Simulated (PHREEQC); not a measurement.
A PHREEQC input (ion-association model, phreeqc.dat):

```
SOLUTION 1
  temp 10
  units mg/L
  pH 6.36
  pe 11
  Na 1.33
  K 2.21
  Ca 1.61
  Mg 3.25
  Cl 10.9
  S(6) 0.595 as S
  Alkalinity 9.62 as HCO3
  Cd 0.0109
  Pb 0.0754
  B 0.0023
END
USE solution 1
EQUILIBRIUM_PHASES 1
  Gypsum 0 0
  CO2(g) -2.5 10
END
```

The run finishes without an error or a warning.

Its last state differs from that of the intended input:

| quantity | as run | intended |
|---|---|---|
| ionic strength (mol/kgw) | 0.000674 | 0.000650 |
| MgSO4 (mol/kgw) | 3.00e-7 | 1.01e-7 |
| CaSO4 (mol/kgw) | 9.13e-8 | 3.06e-8 |
| KSO4- (mol/kgw) | 4.88e-9 | 1.63e-9 |
| NaSO4- (mol/kgw) | 4.25e-9 | 1.42e-9 |

Problem. One thing in the input isn't as intended. What explains the difference?

Solution. Several could match; the one computed here: The fault: sulfate typed 'as S' though the number is for SO4. The line should read `as SO4` where the input has `as S`.
